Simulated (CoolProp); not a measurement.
A single-stage vapour-compression cycle with R407C: evaporating at 313.15 K (dew point), condensing at 336.15 K (bubble point), superheat 0 K, subcooling 8 K, compressor efficiency 0.8, no pressure losses. Each further row changes one setting.

The numbers come from the reference Helmholtz-energy equation of state, Lemmon 2003 in CoolProp. It is a pseudo-pure fit of the blend.

| case | cooling COP | pressure ratio | discharge temperature (K) | refrigerating effect (kJ/kg) | volumetric capacity (kJ/m³) |
|---|---|---|---|---|---|
| as stated | 7.65 | 1.92 | 350.1 | 139 | 9480 |
| evaporating temperature 318.15 K | 9.77 | 1.68 | 348.3 | 140 | 11000 |
| condensing temperature 331.15 K | 9.71 | 1.72 | 343.6 | 148 | 10100 |
| subcooling 13 K | 8.13 | 1.92 | 350.1 | 148 | 10100 |
| superheat 10 K | 7.63 | 1.92 | 359.7 | 151 | 9530 |
| compressor efficiency 0.7 | 6.69 | 1.92 | 351.8 | 139 | 9480 |
